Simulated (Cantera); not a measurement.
Input (Python, Cantera) and output of one run.

```python
import numpy as np
import cantera as ct

gas_names = """
    CL CL2 H HCL H2 Si SiCL SiCL2 SiCL3 SiCL4 SiH SiHCL3 SiH2 SiH2CL2 SiH3 SiH3CL SiH4 Si2 Si3
""".split()
cond_names = """
    Si(cr) Si(L)
""".split()


def load(file, names, dense=False):
    # The tables refer to 1 bar. Condensed volumes are neglected.
    table = {s.name: s for s in ct.Species.list_from_file(file)}
    out = []
    for n in names:
        d = dict(table[n].input_data)
        d["thermo"] = dict(d["thermo"], **{"reference-pressure": 1e5})
        if dense:
            d["equation-of-state"] = {"model": "constant-volume", "density": "1e6 g/cm^3"}
        out.append(ct.Species.from_dict(d))
    return out


gas = ct.Solution(thermo="ideal-gas", species=load("nasa_gas.yaml", gas_names))
cond = {s.name: ct.Solution(thermo="fixed-stoichiometry", species=[s], name=s.name)
        for s in load("nasa_condensed.yaml", cond_names, dense=True)}
atoms = {
    'Si2Cl6': {'Si': 2, 'CL': 6},
    'Cl2': {'CL': 2},
    'H2': {'H': 2},
}
top_T = {}  # K; cautious upper limits of use, not melting points


def equilibrate(T, P, feed):
    n = {}
    for name, mol in feed.items():
        for a, k in atoms[name].items():
            n[a] = n.get(a, 0.0) + k * mol
    gas.TPX = T, P, n
    mass = sum(n.values()) * gas.mean_molecular_weight
    gas.equilibrate("TP")
    valid = [c for c in cond.values() if c.min_temp <= T <= top_T.get(c.name, c.max_temp)]
    mix = ct.Mixture([(gas, mass / gas.mean_molecular_weight)] + [(c, 0.0) for c in valid])
    mix.T, mix.P = T, P
    mix.equilibrate("TP", solver="vcs", rtol=1e-11, max_steps=5000)
    return mix


results = []
feed = {'Si2Cl6': 1, 'Cl2': 0.31, 'H2': 5.8}  # mol
T = 1025  # K
P = 36000  # Pa
mix = equilibrate(T, P, feed)
results.append((T, P, feed, dict(zip(mix.species_names, mix.species_moles))))
print(gas.report(threshold=1e-06))
for i in range(1, mix.n_phases):
    print(f"{mix.phase(i).name:16s} {mix.phase_moles(i):12.5e} mol")
```

Result:

```
       temperature   1025 K
          pressure   36000 Pa
           density   0.16898 kg/m^3
  mean mol. weight   40.003 kg/kmol
   phase of matter   gas

                          1 kg             1 kmol
                     ---------------   ---------------
          enthalpy       -2.8323e+06        -1.133e+08  J
   internal energy       -3.0454e+06       -1.2183e+08  J
           entropy              6227         2.491e+05  J/K
    Gibbs function        -9.215e+06       -3.6863e+08  J
 heat capacity c_p            1193.5             47744  J/K
 heat capacity c_v            985.66             39430  J/K

                      mass frac. Y      mole frac. X     chem. pot. / RT
                     ---------------   ---------------   ---------------
               HCL          0.017306          0.018989           -40.158
                H2          0.037538           0.74486           -18.884
             SiCL2         0.0021376        0.00086387           -65.146
             SiCL3         0.0089743         0.0026704           -95.862
             SiCL4           0.73182           0.17232           -126.58
            SiHCL3            0.1967          0.058097            -105.3
           SiH2CL2         0.0054872         0.0021733            -84.03
            SiH3CL        3.4885e-05        2.0967e-05           -62.756
     [  +11 minor]        7.0986e-08        9.4474e-08

Si(cr)            2.56562e-01 mol
```

Method: chemical equilibrium by Gibbs-energy minimisation in Cantera with the NASA 1993 tables (ideal gas, pure condensed phases). The feed counts by its element totals alone. The tables' values for SiCl3 are old estimates; treat these amounts as uncertain.
